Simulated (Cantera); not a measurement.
What does this Cantera script print?

```python
import numpy as np
import cantera as ct

gas = ct.Solution("gri30.yaml")
gas.TPX = 1475, 140000, {'CO': 0.0065, 'O2': 0.0034, 'H2O': 0.00058, 'N2': 1}
reactor = ct.IdealGasConstPressureReactor(gas, energy="off", clone=False)
net = ct.ReactorNet([reactor])
net.rtol, net.atol = 1e-08, 1e-18
show = ['CO', 'O2', 'H2O', 'H', 'CO2', 'H2']
times = np.geomspace(3e-05, 1, 15)

steps = ct.SolutionArray(gas, extra=["t"])
rows = []
print(f"{'t/s':>10s}{'T/K':>9s}{'P/Pa':>11s}" + "".join(f"{s:>11s}" for s in show))
for t in times:
    while net.time < t:
        t_next = net.step()
        steps.append(gas.state, t=t_next)
    rows.append([np.interp(t, steps.t, y) for y in (steps.T, steps.P, *steps(*show).X.T)])
    print(f"{t:10.3e}{rows[-1][0]:9.1f}{rows[-1][1]:11.4g}" + "".join(f"{x:11.3e}" for x in rows[-1][2:]))
rate = np.gradient(steps.T, steps.t)
print("integrator steps:", len(steps.t))
if steps.T.max() > steps.T[0] + 200:
    print(f"time of steepest temperature rise: {steps.t[rate.argmax()]:.4e} s")
gas.TPX = 1475, 140000, {'CO': 0.0065, 'O2': 0.0034, 'H2O': 0.00058, 'N2': 1}
gas.equilibrate("TP")
print(f"equilibrium (TP): T = {gas.T:.1f} K  " + "  ".join(f"{s} {gas[s].X[0]:.3e}" for s in show))
```

Output:

```
       t/s      T/K       P/Pa         CO         O2        H2O          H        CO2         H2
 3.000e-05   1475.0    1.4e+05  6.433e-03  3.365e-03  5.740e-04  7.939e-12  1.546e-09  5.105e-14
 6.312e-05   1475.0    1.4e+05  6.433e-03  3.365e-03  5.740e-04  4.333e-11  3.304e-09  5.872e-13
 1.328e-04   1475.0    1.4e+05  6.433e-03  3.365e-03  5.740e-04  2.221e-10  7.303e-09  6.494e-12
 2.795e-04   1475.0    1.4e+05  6.433e-03  3.365e-03  5.740e-04  1.076e-09  1.804e-08  6.753e-11
 5.880e-04   1475.0    1.4e+05  6.433e-03  3.365e-03  5.740e-04  5.778e-09  6.294e-08  7.199e-10
 1.237e-03   1475.0    1.4e+05  6.432e-03  3.364e-03  5.739e-04  5.839e-08  5.463e-07  1.152e-08
 2.603e-03   1475.0    1.4e+05  6.395e-03  3.335e-03  5.688e-04  4.196e-06  3.751e-05  9.851e-07
 5.477e-03   1475.0    1.4e+05  4.127e-03  2.010e-03  3.335e-04  3.402e-04  2.309e-03  3.967e-05
 1.152e-02   1475.0    1.4e+05  1.865e-03  1.026e-03  4.068e-04  1.986e-04  4.580e-03  4.390e-05
 2.425e-02   1475.0    1.4e+05  9.881e-04  6.268e-04  4.984e-04  6.617e-05  5.461e-03  2.823e-05
 5.102e-02   1475.0    1.4e+05  5.546e-04  4.190e-04  5.364e-04  2.407e-05  5.897e-03  1.717e-05
 1.074e-01   1475.0    1.4e+05  3.162e-04  3.022e-04  5.542e-04  9.207e-06  6.136e-03  1.024e-05
 2.259e-01   1475.0    1.4e+05  1.788e-04  2.341e-04  5.635e-04  3.583e-06  6.274e-03  5.960e-06
 4.753e-01   1475.0    1.4e+05  9.877e-05  1.942e-04  5.686e-04  1.385e-06  6.354e-03  3.356e-06
 1.000e+00   1475.0    1.4e+05  5.255e-05  1.712e-04  5.716e-04  5.189e-07  6.401e-03  1.810e-06
integrator steps: 1350
equilibrium (TP): T = 1475.0 K  CO 1.584e-06  O2 1.341e-04  H2O 5.754e-04  H 2.633e-09  CO2 6.452e-03  H2 5.692e-08
```

Computed with Cantera and GRI-Mech 3.0 (53 species, 325 reactions).
